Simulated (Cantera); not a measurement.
Charge: 1 mol N₂O, 0.1 mol H₂, at 3323.15 K and 1 atm.

These are equilibrium values from Cantera (NASA tables, ideal gas, pure condensed phases), not measurements of a reactor. Kinetics and transport are ignored.

```csv
species,before,after
N₂,0.556,0.576
O₂,0.172,0.194
O,0.127,0.135
OH,0.0407,0.0203
H₂O,0.0185,0.00437
H,0.0281,0.0132
NO,0.0517,0.0559
H₂,0.00532,0.00118
HO₂,2.69e-5,1.43e-5
NO₂,2.24e-5,2.57e-5
N,6.78e-5,6.90e-5
```
Gas species are given as mole fractions.

### Question
Which change was made?
A. H₂ from 0.1 to 0.037 mol
B. temperature from 3323.15 K to 1950 K
C. temperature from 3323.15 K to 775 K
D. temperature from 3323.15 K to 2673 K

### Answer
A, H₂ from 0.1 to 0.037 mol
